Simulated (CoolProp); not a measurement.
Properties of n-perfluorohexane along the isotherm 450 K.

Computed with CoolProp (reference Helmholtz-energy equation of state, Gao 2022).

```tsv
p (bar)	phase	Z	cp (kJ/(kg K))	speed of sound (m/s)	isothermal compressibility (1/MPa)	expansivity (1/kK)	fugacity coefficient
3.35	gas	0.9303	1.023	99.41	3.221	2.865	0.9343
6.7	gas	0.8519	1.048	91.12	1.786	3.887	0.8696
10	gas	…	1.092	81.26	1.391	5.717	0.8063
13.4	gas	0.6466	1.202	68.23	1.357	10.24	0.7406
16.7	gas	0.4748	1.807	49.74	2.205	34.49	0.6742
20.1	supercritical	0.2005	1.929	66.70	0.4528	28.19	0.5913
23.4	supercritical	0.2136	1.535	92.47	0.1731	13.62	0.5241
26.8	supercritical	0.2337	1.423	…	0.1069	9.677	0.4717
30.1	supercritical	0.2547	1.369	125.5	0.07830	7.825	0.4320
33.5	supercritical	0.2769	1.334	138.3	0.06152	6.667	0.3994
36.8	supercritical	0.2986	1.311	149.4	0.05099	5.901	0.3735
40.2	supercritical	0.3210	1.293	159.6	…	5.323	0.3514
43.5	supercritical	0.3427	1.279	168.8	0.03794	4.891	0.3333
```

Question: Some entries are withheld; supply them.

Answer: 
- 10, Z: 0.7621
- 26.8, speed of sound (m/s): 111.0
- 40.2, isothermal compressibility (1/MPa): 0.04340

The peak of cp marks the crossing from liquid-like to gas-like fluid above the critical point.
